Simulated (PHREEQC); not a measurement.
1.3 g of hydrous ferric oxide (600 m²/g; 0.2 weak and 0.005 strong sites per Fe, Dzombak-Morel constants, diffuse double layer) in 1 kg of water with 0.001 mol/kgw of an inert sodium salt and 0.0004 mol/kgw PbCl2, 5.5e-06 mol/kgw MgCl2 and 0.00025 mol/kgw CuCl2, at 25 °C; the pH is set by adding NaOH or the inert anion's acid. O2 is buffered at 0.21 atm. The system is closed to CO2. No solid was allowed to form.

Computed with PHREEQC (ion-association model, wateq4f.dat).

Problem. Predict Mg sorbed (%), surface charge σ (C/m²) at pH = 5.88, 6.62, 7.75, 8.88, 9.25.

Solution. 
```json
[
 {"pH": "5.88", "Mg sorbed (%)": "0.0", "surface charge σ (C/m²)": "0.044"},
 {"pH": "6.62", "Mg sorbed (%)": "0.2", "surface charge σ (C/m²)": "0.023"},
 {"pH": "7.75", "Mg sorbed (%)": "21.6", "surface charge σ (C/m²)": "0.006"},
 {"pH": "8.88", "Mg sorbed (%)": "97.7", "surface charge σ (C/m²)": "-0.002"},
 {"pH": "9.25", "Mg sorbed (%)": "99.6", "surface charge σ (C/m²)": "-0.004"}
]
```

Species that the database lacks are ignored. The database's constant for dissolved Cu(OH)2 is higher than later reviews accept.
